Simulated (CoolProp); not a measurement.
Computed with CoolProp (reference Helmholtz-energy equation of state, Span 2000).

Question: Give the vapour pressure (MPa), liquid density (kg/m³), vapour density (kg/m³), vapour viscosity (µPa s) of saturated nitrogen at -155.25 °C.

Answer: 
```csv
T (°C),p (MPa),liquid density (kg/m³),vapour density (kg/m³),vapour viscosity (µPa s)
-155.25,2.26,549,107,10.1
```

Viscosity comes from a separate model (Lemmon 2004).
